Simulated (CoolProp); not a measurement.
C3F8 (R218) along the isotherm 333 K: fugacity coefficient from the reference equation and from simpler models built on Tc = 345.0 K, pc = 2.640 MPa, ω = 0.317; each cubic takes its own stable root.

Computed with CoolProp (reference Helmholtz-energy equation of state, Lemmon 2006). It is a short technical equation, of lower accuracy than the large ones.

| p (MPa) | phase | reference | van der Waals | Redlich-Kwong | Soave-Redlich-Kwong | Peng-Robinson |
|---|---|---|---|---|---|---|
| 1.82 | gas | 0.7413 | 0.7766 | 0.7465 | 0.7409 | 0.7217 |
| 3.64 | liquid | 0.4358 | 0.5090 | 0.4616 | 0.4464 | 0.4274 |
| 5.45 | liquid | 0.3233 | 0.3952 | 0.3473 | 0.3351 | 0.3168 |
| 7.27 | liquid | 0.2682 | 0.3415 | 0.2911 | 0.2804 | 0.2621 |
| 9.09 | liquid | 0.2368 | 0.3130 | 0.2590 | 0.2491 | 0.2303 |
| 10.9 | liquid | 0.2173 | 0.2976 | 0.2392 | 0.2298 | 0.2102 |
| 12.7 | liquid | 0.2049 | 0.2902 | 0.2265 | 0.2175 | 0.1969 |
| 14.5 | liquid | 0.1968 | 0.2880 | 0.2184 | 0.2096 | 0.1879 |
| 16.4 | liquid | 0.1915 | 0.2898 | 0.2133 | 0.2046 | 0.1815 |
| 18.2 | liquid | 0.1888 | 0.2947 | 0.2108 | 0.2021 | 0.1776 |
| 20 | liquid | 0.1878 | 0.3021 | 0.2101 | 0.2013 | 0.1752 |
